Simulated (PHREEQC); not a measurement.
Consider water at 25 °C with 1.9 mol/kgw K2CO3, 0.024 mol/kgw NaHCO3 and 0.00011 mol/kgw H4SiO4. Closed to the air; pH follows from the charge balance.

All values are PHREEQC results (Pitzer model, pitzer.dat), not measurements.

Each row changes one thing in this solution. This is a speciation only: nothing precipitates in the calculation.

```json
[
 {"case": "as made", "pH": "11.68", "ionic strength (mol/kgw)": "5.72", "HCO3- (mol/kgw)": "0.0265", "H3SiO4- (mol/kgw)": "6.61e-5", "H2SiO4-2 (mol/kgw)": "4.36e-5", "H4SiO4 (mol/kgw)": "2.89e-7", "SI of SiO2(a) (SiO2)": "-3.70"},
 {"case": "H4SiO4 from 0.00011 to 5.5e-05 mol/kgw", "pH": "11.68", "ionic strength (mol/kgw)": "5.72", "HCO3- (mol/kgw)": "0.0265", "H3SiO4- (mol/kgw)": "3.30e-5", "H2SiO4-2 (mol/kgw)": "2.18e-5", "H4SiO4 (mol/kgw)": "1.44e-7", "SI of SiO2(a) (SiO2)": "-4.00"},
 {"case": "K2CO3 left out", "pH": "8.18", "ionic strength (mol/kgw)": "0.0243", "HCO3- (mol/kgw)": "0.0234", "H3SiO4- (mol/kgw)": "2.86e-6", "H2SiO4-2 (mol/kgw)": "5.36e-11", "H4SiO4 (mol/kgw)": "0.000107", "SI of SiO2(a) (SiO2)": "-1.31"},
 {"case": "H4SiO4 replaced by Na2SiO3 at the same molality", "pH": "11.68", "ionic strength (mol/kgw)": "5.72", "HCO3- (mol/kgw)": "0.0263", "H3SiO4- (mol/kgw)": "6.59e-5", "H2SiO4-2 (mol/kgw)": "4.38e-5", "H4SiO4 (mol/kgw)": "2.85e-7", "SI of SiO2(a) (SiO2)": "-3.70"},
 {"case": "NaHCO3 left out", "pH": "12.20", "ionic strength (mol/kgw)": "5.69", "HCO3- (mol/kgw)": "0.00807", "H3SiO4- (mol/kgw)": "3.49e-5", "H2SiO4-2 (mol/kgw)": "7.51e-5", "H4SiO4 (mol/kgw)": "4.65e-8", "SI of SiO2(a) (SiO2)": "-4.49"},
 {"case": "temperature from 25 to 60 °C", "pH": "11.36", "ionic strength (mol/kgw)": "5.71", "HCO3- (mol/kgw)": "0.0360", "H3SiO4- (mol/kgw)": "3.09e-5", "H2SiO4-2 (mol/kgw)": "7.90e-5", "H4SiO4 (mol/kgw)": "9.61e-8", "SI of SiO2(a) (SiO2)": "-4.43"},
 {"case": "temperature from 25 to 85 °C", "pH": "11.18", "ionic strength (mol/kgw)": "5.70", "HCO3- (mol/kgw)": "0.0515", "H3SiO4- (mol/kgw)": "1.85e-5", "H2SiO4-2 (mol/kgw)": "9.15e-5", "H4SiO4 (mol/kgw)": "5.08e-8", "SI of SiO2(a) (SiO2)": "-4.85"},
 {"case": "K2CO3 from 1.9 to 2.09 mol/kgw", "pH": "11.75", "ionic strength (mol/kgw)": "6.29", "HCO3- (mol/kgw)": "0.0266", "H3SiO4- (mol/kgw)": "6.06e-5", "H2SiO4-2 (mol/kgw)": "4.92e-5", "H4SiO4 (mol/kgw)": "2.17e-7", "SI of SiO2(a) (SiO2)": "-3.80"}
]
```

Species that the database lacks are ignored. In brines, pH and single-ion activities rest on the MacInnes convention. Away from 25 °C the constants follow the database's enthalpies or fits; those with neither stay at their 25 °C values.
